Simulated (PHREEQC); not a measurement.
Make-up at 25 °C: 0.038 mol/kgw HF, 0.086 mol/kgw H2SiF6 and 0.013 mol/kgw HCl. Closed to the air; pH follows from the charge balance.

The numbers come from PHREEQC with the ion-association model, phreeqc.dat.

**Question.** The ionic strength comes out as 0.271 mol/kgw. What activity coefficients do F-, H+, SiF6-2, HF2-, Cl- get?

**Answer.** F- 0.68, H+ 0.79, SiF6-2 0.27, HF2- 0.74, Cl- 0.69.

This is a speciation only: nothing precipitates in the calculation. SiF6-2 is the database's only silicon fluoride.
